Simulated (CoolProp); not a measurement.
Model: reference Helmholtz-energy equation of state, Lemmon 2013, in CoolProp.

Problem. For propylene, give the phase and the speed of sound (m/s), Prandtl number at 381.1 K and 1.16 bar; 521.8 K and 141 bar.

Solution. 
- 381.1 K and 1.16 bar: gas; speed of sound 289, Prandtl number 0.764
- 521.8 K and 141 bar: supercritical; speed of sound 317, Prandtl number 1.19

Viscosity comes from a separate model (Huber 2003), an estimate that may be off by 10 % or more. Thermal conductivity comes from a separate model (Huber 2003), an estimate that may be off by 10 % or more.
